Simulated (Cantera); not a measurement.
What does this Cantera script print?

```python
import numpy as np
import cantera as ct

gas = ct.Solution("gri30.yaml")
gas.TPX = 1598, 100000, {'C2H6': 1, 'N2': 46}
reactor = ct.IdealGasConstPressureReactor(gas, energy="off", clone=False)
net = ct.ReactorNet([reactor])
net.rtol, net.atol = 1e-08, 1e-18
show = ['C2H6', 'CH4', 'CH2', 'C2H4', 'H', 'C2H2', 'C2H']
times = np.geomspace(0.0005, 6, 14)

steps = ct.SolutionArray(gas, extra=["t"])
rows = []
print(f"{'t/s':>10s}{'T/K':>9s}{'P/Pa':>11s}" + "".join(f"{s:>11s}" for s in show))
for t in times:
    while net.time < t:
        t_next = net.step()
        steps.append(gas.state, t=t_next)
    rows.append([np.interp(t, steps.t, y) for y in (steps.T, steps.P, *steps(*show).X.T)])
    print(f"{t:10.3e}{rows[-1][0]:9.1f}{rows[-1][1]:11.4g}" + "".join(f"{x:11.3e}" for x in rows[-1][2:]))
rate = np.gradient(steps.T, steps.t)
print("integrator steps:", len(steps.t))
if steps.T.max() > steps.T[0] + 200:
    print(f"time of steepest temperature rise: {steps.t[rate.argmax()]:.4e} s")
gas.TPX = 1598, 100000, {'C2H6': 1, 'N2': 46}
gas.equilibrate("TP")
print(f"equilibrium (TP): T = {gas.T:.1f} K  " + "  ".join(f"{s} {gas[s].X[0]:.3e}" for s in show))
```

It prints:

```
       t/s      T/K       P/Pa       C2H6        CH4        CH2       C2H4          H       C2H2        C2H
 5.000e-04   1598.0      1e+05  2.651e-04  5.427e-03  3.702e-07  7.955e-03  5.174e-05  9.630e-03  6.755e-08
 1.030e-03   1598.0      1e+05  3.763e-05  5.537e-03  6.730e-08  5.195e-03  2.334e-05  1.258e-02  3.535e-08
 2.121e-03   1598.0      1e+05  7.478e-06  5.546e-03  1.615e-08  3.299e-03  1.193e-05  1.449e-02  1.945e-08
 4.368e-03   1598.0      1e+05  3.160e-06  5.522e-03  7.793e-09  1.812e-03  8.643e-06  1.597e-02  1.479e-08
 8.997e-03   1598.0      1e+05  2.665e-06  5.469e-03  6.869e-09  6.377e-04  8.440e-06  1.714e-02  1.493e-08
 1.853e-02   1598.0      1e+05  2.537e-06  5.367e-03  6.716e-09  1.385e-04  8.576e-06  1.768e-02  1.535e-08
 3.817e-02   1598.0      1e+05  2.351e-06  5.172e-03  6.480e-09  8.625e-05  8.663e-06  1.783e-02  1.547e-08
 7.861e-02   1598.0      1e+05  2.031e-06  4.811e-03  6.043e-09  8.488e-05  8.803e-06  1.800e-02  1.562e-08
 1.619e-01   1598.0      1e+05  1.548e-06  4.203e-03  5.307e-09  8.375e-05  9.043e-06  1.830e-02  1.589e-08
 3.334e-01   1598.0      1e+05  9.696e-07  3.327e-03  4.241e-09  8.327e-05  9.399e-06  1.872e-02  1.629e-08
 6.868e-01   1598.0      1e+05  4.735e-07  2.319e-03  2.997e-09  8.432e-05  9.825e-06  1.921e-02  1.678e-08
 1.414e+00   1598.0      1e+05  1.828e-07  1.429e-03  1.875e-09  8.660e-05  1.022e-05  1.963e-02  1.725e-08
 2.913e+00   1598.0      1e+05  6.331e-08  8.205e-04  1.092e-09  8.888e-05  1.051e-05  1.992e-02  1.759e-08
 6.000e+00   1598.0      1e+05  2.593e-08  4.963e-04  6.666e-10  9.033e-05  1.067e-05  2.008e-02  1.779e-08
integrator steps: 1444
equilibrium (TP): T = 1598.0 K  C2H6 3.175e-09  CH4 1.625e-04  CH2 2.175e-10  C2H4 1.827e-05  H 1.079e-05  C2H2 4.009e-03  C2H 3.544e-09
```

Model: GRI-Mech 3.0 (53 species, 325 reactions), integrated in Cantera. GRI-Mech 3.0 stops at C3 and has no aromatics, soot or wall deposition, so with more carbon than oxygen in the feed, carbon stays in small species such as C2H2 where larger ones or solid carbon would form.
